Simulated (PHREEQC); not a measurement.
A solution holds 4.9e-05 mol/kgw Ca(HCO3)2 and 0.0014 mol/kgw NaHCO3, at 20 °C. Closed to the air; pH follows from the charge balance.

Computed with PHREEQC (ion-association model, phreeqc.dat).

No solid was allowed to form.

Question: What pH, specific conductance, ionic strength does the model give?

Answer: pH 8.31; specific conductance 122 µS/cm; ionic strength 0.00156 mol/kgw.

Question: In which forms is C present?

Answer: HCO3- 98 %, CO2 1.1 %, CO3-2 1.0 % of the C.

Complexes and solids missing from the database can't appear.
